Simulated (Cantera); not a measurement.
Diamond growth

A diamond (100) surface in a fixed gas of H2 with x(CH4) = 0.013, x(H) = 0.025, x(CH3) = 0.00011, 0.120 bar; coverages are run to steady state.

Computed with Cantera and the Harris–Goodwin 1993 mechanism for the reconstructed diamond (100) surface.

```csv
T (K),growth (µm/h),θ c6HH,θ c6H*,θ c6*H,θ c6**,θ c6HM
950,5.49,0.641,0.0147,0.334,0.00677,0.00297
1025,7.81,0.572,0.0212,0.392,0.0117,0.00216
1100,10.2,0.510,0.0285,0.441,0.0186,0.00158
1175,11.9,0.454,0.0364,0.480,0.0276,0.00110
1250,11.3,0.405,0.0445,0.510,0.0386,0.000635
1325,8.43,0.363,0.0526,0.532,0.0515,0.000274
1400,6.20,0.327,0.0604,0.547,0.0660,9.35e-5
```
θ: site fractions in the mechanism's names (c6HH fully hydrogenated, c6H* and c6*H radical sites, c6** diradical, c6HM methylated).
